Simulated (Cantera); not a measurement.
An isothermal, constant-pressure homogeneous reactor starts with NH3 : N2 = 1 : 5.5 (molar parts), at 1650 K and 760 Torr.

Detailed kinetics in Cantera: the gas-phase N/H chemistry of the illustrative SiF4/NH3 mechanism in the Surface Chemkin manual (1991). Walls and surfaces, which speed up NH3 decomposition in real reactors, are not modelled.

x: mole fraction; the columns are a selection and need not sum to one.

| t (s) | x NH3 | x NH2 | x H2 | x N2 | x H |
|---|---|---|---|---|---|
| 1.00e-6 | 0.154 | 2.38e-8 | 7.94e-9 | 0.846 | 7.96e-9 |
| 9.38e-6 | 0.154 | 2.88e-7 | 1.39e-7 | 0.846 | 1.00e-8 |
| 8.80e-5 | 0.154 | 2.79e-6 | 1.39e-6 | 0.846 | 1.00e-8 |
| 0.000826 | 0.154 | 2.54e-5 | 1.52e-5 | 0.846 | 1.42e-8 |
| 0.00775 | 0.153 | 6.57e-5 | 0.000431 | 0.846 | 1.08e-7 |
| 0.0727 | 0.150 | 6.10e-5 | ___ | 0.845 | ___ |
| 0.682 | ___ | ___ | ___ | 0.837 | ___ |
| 6.40 | 0.0408 | 1.75e-5 | 0.147 | 0.812 | 2.56e-5 |
| 60.0 | 0.00401 | 1.97e-6 | 0.195 | 0.801 | 3.89e-5 |

### Question
Fill in the missing entries.

### Answer

- 0.0727, x H2: 0.00482
- 0.0727, x H: 8.27e-7
- 0.682, x NH3: 0.124
- 0.682, x NH2: 4.71e-5
- 0.682, x H2: 0.0392
- 0.682, x H: 6.09e-6
